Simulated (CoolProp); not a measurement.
Properties of n-decane along the isobar 1.01 bar (Tc = 344.5 °C, pc = 21.01 bar, ω = 0.488).

Computed with CoolProp (reference Helmholtz-energy equation of state, Lemmon 2006). It is a short technical equation, of lower accuracy than the large ones.

```csv
T (°C),phase,Z,isothermal compressibility (1/MPa),Prandtl number,fugacity coefficient
163.45,liquid,0.006451,0.003534,6.23,?
189.65,gas,0.9450,10.51,0.839,0.9479
215.85,gas,0.9561,?,0.821,0.9580
242.05,gas,0.9645,10.28,?,0.9657
268.25,gas,0.9709,10.21,0.791,0.9716
294.45,gas,0.9758,10.15,0.780,0.9764
320.65,gas,0.9798,10.11,0.770,0.9801
346.85,gas,0.9829,10.07,0.761,0.9832
```

Problem. Complete the blanks.

Solution. 
- 163.45, fugacity coefficient: 0.7221
- 215.85, isothermal compressibility (1/MPa): 10.38
- 242.05, Prandtl number: 0.805

Viscosity comes from a separate model (Huber 2004). Thermal conductivity comes from a separate model (Huber 2005).
